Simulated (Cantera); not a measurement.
Charge: 1 mol SiO2, 16 mol CO, 0.21 mol H2, held at 0.00650 bar.

Method: chemical equilibrium by Gibbs-energy minimisation in Cantera with the NASA 1993 tables (ideal gas, pure condensed phases). Candidate condensed phases: C, C6H6, C7H8, C8H18, H2O, Si, SiC, SiO2; 123 gas species. The tables hold silica as quartz up to 1696 K and as liquid above; real silica turns to tridymite and cristobalite and melts near 1996 K. Equilibrium is a limit: real reactors are often held back by kinetics, nucleation or transport.

Question: What share of the Si ends up in condensed phases as a function of T (K), at 1300, 1375, 1450, 1525, 1600, 1675, 1750, 1825, 1900, 1975, 2050, 2125?

Answer: 
```csv
T (K),Si condensed (%),as
1300,100.0,SiO2(β-quartz)
1375,99.9,SiO2(β-quartz)
1450,99.7,SiO2(β-quartz)
1525,99.3,SiO2(β-quartz)
1600,98.1,SiO2(β-quartz)
1675,95.6,SiO2(β-quartz)
1750,90.4,SiO2(condensed)
1825,80.5,SiO2(condensed)
1900,62.8,SiO2(condensed)
1975,32.7,SiO2(condensed)
2050,0.0,-
2125,0.0,-
```
